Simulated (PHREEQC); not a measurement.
A column of 1 m (40 cells, dispersivity 0.035 m, 60 s a shift, diffusion coefficient 3e-10 m²/s) holds 0.027 eq of the database's cation exchanger X per kg of pore water, first in equilibrium with 0.00062 mol (NH4)2SO4, 0.00087 mol LiCl and 1e-05 mol HCl per kg of water. It is flushed with 1.7 mmol/kgw KCl, 23 mmol/kgw NH4Cl and 0.01 mmol/kgw HCl, at 25 °C. Values are for the last cell. CO2 from the air is kept out. Nothing may precipitate in this run.

Base run: PHREEQC, ion-association model, phreeqc.dat. Each further column changes one thing. The table gives Li in solution (mol/kgw).

```
pore volumes      base  exchange capacity from 0.027 to 0.013 eq/kgw  dispersivity from 0.035 to 0.07 m
------------  --------  --------------------------------------------  ---------------------------------
0             0.000870                                      0.000870                           0.000870
0.9125         0.00460                                       0.00347                            0.00446
1.663          0.00102                                      0.000242                            0.00122
2.413          3.19e-5                                       4.18e-6                           0.000143
3.312          3.22e-7                                       2.11e-8                            9.66e-6
4.213          2.72e-9                                      9.02e-11                            6.25e-7
4.963         4.79e-11                                      9.03e-13                            6.32e-8
```
